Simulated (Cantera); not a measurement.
Feed: 1 mol BF3, 3.3 mol H2, equilibrated at 1023.15 K and 13300 Pa.

Equilibrium computed with Cantera from the NASA thermochemical tables; the gas is ideal and each condensed phase is pure. Candidate condensed phases: B; 20 gas species. Kinetics and transport are ignored.

Base state: H2 0.766, BF3 0.231, HF 0.00117, BHF2 0.00117 (mole fractions); condensed: gas only.

**Question.** What changes in the equilibrium state with this change: 0.13 mol HF added?

**Answer.** 
```tsv
species	before	after
H2	0.766	0.745
BF3	0.231	0.226
HF	0.00117	0.0294
BHF2	0.00117	4.43e-5
```

**Question.** What changes in the equilibrium state with this change: BF3 replaced by BCl3?

**Answer.** 
```
species     before  after
---------  -------  -----
H2           0.766  0.704
BCl3             0  0.195
HCl              0  0.102
BF3          0.231      0
HF         0.00117      0
BHF2       0.00117      0
B(s), mol        0  0.148
```
Gases not in the tables: BHCl2.
